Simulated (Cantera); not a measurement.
Feed: 1 mol B, 4.8 mol O₂, 5 mol N₂, held at 1748 K and 100000 Pa.

Cantera equilibrium calculation (NASA polynomials, part measured and part estimated; ideal gas, pure solids and liquids). Candidate condensed phases: B, BN, B₂O₃; 17 gas species. Rates play no part.

Base state: N₂ 0.549, O₂ 0.444, NO 0.00421, B₂O₃ 0.00163, BO₂ 0.000362, O 4.89e-5, NO₂ 1.73e-5 (mole fractions); condensed: B₂O₃(l).

**Question.** What changes in the equilibrium state with this change: pressure from 100000 Pa to 10000 Pa?

**Answer.** 
```json
[
 {"species": "N₂", "before": "0.549", "after": "0.541"},
 {"species": "O₂", "before": "0.444", "after": "0.437"},
 {"species": "B₂O₃", "before": "0.00163", "after": "0.0163"},
 {"species": "BO₂", "before": "0.000362", "after": "0.00203"},
 {"species": "NO₂", "before": "1.73e-5", "after": "5.32e-6"},
 {"species": "O", "before": "4.89e-5", "after": "0.000153"},
 {"species": "NO", "before": "0.00421", "after": "0.00414"},
 {"species": "B₂O₃(l), mol", "before": "0.484", "after": "0.341"}
]
```
